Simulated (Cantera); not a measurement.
Input (Python, Cantera):

```python
import numpy as np
import cantera as ct

gas = ct.Solution("gri30.yaml")
gas.TPX = 2025, 26000, {'NO': 0.18, 'N2': 18}
reactor = ct.IdealGasConstPressureReactor(gas, energy="off", clone=False)
net = ct.ReactorNet([reactor])
net.rtol, net.atol = 1e-08, 1e-18
show = ['NO', 'N2O', 'NO2', 'O', 'N2']
times = np.geomspace(3e-06, 7, 15)

steps = ct.SolutionArray(gas, extra=["t"])
rows = []
print(f"{'t/s':>10s}{'T/K':>9s}{'P/Pa':>11s}" + "".join(f"{s:>11s}" for s in show))
for t in times:
    while net.time < t:
        t_next = net.step()
        steps.append(gas.state, t=t_next)
    rows.append([np.interp(t, steps.t, y) for y in (steps.T, steps.P, *steps(*show).X.T)])
    print(f"{t:10.3e}{rows[-1][0]:9.1f}{rows[-1][1]:11.4g}" + "".join(f"{x:11.3e}" for x in rows[-1][2:]))
rate = np.gradient(steps.T, steps.t)
print("integrator steps:", len(steps.t))
if steps.T.max() > steps.T[0] + 200:
    print(f"time of steepest temperature rise: {steps.t[rate.argmax()]:.4e} s")
gas.TPX = 2025, 26000, {'NO': 0.18, 'N2': 18}
gas.equilibrate("TP")
print(f"equilibrium (TP): T = {gas.T:.1f} K  " + "  ".join(f"{s} {gas[s].X[0]:.3e}" for s in show))
```

Output:

```
       t/s      T/K       P/Pa         NO        N2O        NO2          O         N2
 3.000e-06   2025.0    2.6e+04  9.901e-03  1.061e-10  8.694e-15  1.064e-10  9.901e-01
 8.550e-06   2025.0    2.6e+04  9.901e-03  3.019e-10  7.006e-14  3.038e-10  9.901e-01
 2.437e-05   2025.0    2.6e+04  9.901e-03  8.553e-10  5.565e-13  8.705e-10  9.901e-01
 6.945e-05   2025.0    2.6e+04  9.901e-03  2.397e-09  4.258e-12  2.519e-09  9.901e-01
 1.979e-04   2025.0    2.6e+04  9.901e-03  6.515e-09  2.962e-11  7.478e-09  9.901e-01
 5.642e-04   2025.0    2.6e+04  9.901e-03  1.629e-08  1.702e-10  2.350e-08  9.901e-01
 1.608e-03   2025.0    2.6e+04  9.901e-03  3.308e-08  7.755e-10  8.004e-08  9.901e-01
 4.583e-03   2025.0    2.6e+04  9.901e-03  4.574e-08  2.982e-09  2.759e-07  9.901e-01
 1.306e-02   2025.0    2.6e+04  9.900e-03  4.748e-08  9.718e-09  8.674e-07  9.901e-01
 3.722e-02   2025.0    2.6e+04  9.898e-03  4.811e-08  2.880e-08  2.547e-06  9.901e-01
 1.061e-01   2025.0    2.6e+04  9.890e-03  4.980e-08  8.035e-08  7.125e-06  9.901e-01
 3.024e-01   2025.0    2.6e+04  9.855e-03  5.317e-08  1.864e-07  1.675e-05  9.901e-01
 8.618e-01   2025.0    2.6e+04  9.709e-03  5.510e-08  2.771e-07  2.533e-05  9.902e-01
 2.456e+00   2025.0    2.6e+04  9.199e-03  5.445e-08  3.712e-07  3.556e-05  9.904e-01
 7.000e+00   2025.0    2.6e+04  7.418e-03  4.932e-08  4.963e-07  5.848e-05  9.913e-01
integrator steps: 579
equilibrium (TP): T = 2025.0 K  NO 1.314e-03  N2O 4.223e-08  NO2 1.573e-07  O 1.039e-04  N2 9.943e-01
```

Model: GRI-Mech 3.0 (53 species, 325 reactions), integrated in Cantera.
